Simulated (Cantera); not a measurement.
A closed system holds: 1 mol Si, 9.7 mol Cl₂, 8.3 mol F₂, held at 625 K and 1.90 Pa.

These are equilibrium values from Cantera (NASA tables, ideal gas, pure condensed phases), not measurements of a reactor. Candidate condensed phases: Si; 17 gas species. Equilibrium is a limit: real reactors are often held back by kinetics, nucleation or transport.

Base state: ClF 0.741, Cl₂ 0.200, SiF₄ 0.0588 (mole fractions); condensed: gas only.

Question: What changes in the equilibrium state with this change: temperature from 625 K to 1698 K?

Answer: 
```json
[
 {"species": "Cl", "before": "5.37e-6", "after": "0.588"},
 {"species": "F", "before": "3.55e-6", "after": "0.382"},
 {"species": "SiF₄", "before": "0.0588", "after": "0.0303"},
 {"species": "ClF", "before": "0.741", "after": "0.000234"},
 {"species": "Cl₂", "before": "0.200", "after": "0.000182"}
]
```

Question: What changes in the equilibrium state with this change: temperature from 625 K to 1173.15 K?

Answer: 
```json
[
 {"species": "Cl", "before": "5.37e-6", "after": "0.290"},
 {"species": "ClF", "before": "0.741", "after": "0.286"},
 {"species": "F", "before": "3.55e-6", "after": "0.253"},
 {"species": "Cl₂", "before": "0.200", "after": "0.127"},
 {"species": "SiF₄", "before": "0.0588", "after": "0.0428"}
]
```
